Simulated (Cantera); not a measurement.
Feed: 1 mol AlCl3, 0.62 mol HCl, 19 mol N2, equilibrated at 725 °C and 0.100 bar.

These are equilibrium values from Cantera (NASA tables, ideal gas, pure condensed phases), not measurements of a reactor. Candidate condensed phases: Al, AlCl3, AlN, NH4Cl; 20 gas species. Kinetics and transport are ignored.

Base state: N2 0.921, AlCl3 0.0484, HCl 0.0301, Al2Cl6 2.40e-5 (mole fractions); condensed: gas only.

Q: What changes in the equilibrium state with this change: temperature from 725 °C to 1525 °C?

A: 
```
species   before     after
-------  -------  --------
N2         0.921     0.919
AlCl3     0.0484    0.0465
HCl       0.0301    0.0298
Cl       3.64e-7   0.00232
AlCl2    1.49e-9   0.00170
AlCl       <1e-9  0.000192
H          <1e-9   1.22e-5
H2       2.74e-7  0.000119
Al2Cl6   2.40e-5   6.15e-8
```
The tables' values for AlCl2 are old estimates; treat these amounts as uncertain.
